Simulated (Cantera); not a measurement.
A perfectly stirred reactor is fed with H2 : O2 = 0.092 : 2.1 (molar parts), at 10.00 Torr; it is held at 1450 K, and followed from long to short residence time.

Detailed kinetics in Cantera: the H2/O2 subset of GRI-Mech 3.0, which has no nitrogen chemistry. Radical loss at walls, strong at low pressure, is not modelled. The temperature is held fixed by assumption; the heat of reaction is taken as removed at once.

One state of this run: x H2 = 0.000313; x O2 = 0.942; x H2O2 = 2.79e-8; x HO2 = 9.79e-7; x OH = 0.00380; x H2O = 0.0398. x: mole fraction; the columns are a selection and need not sum to one.

Problem. Which value of τ (s) does it belong to?
A. 19
B. 0.00069
C. 0.24
D. 1.0

Solution. C, 0.24
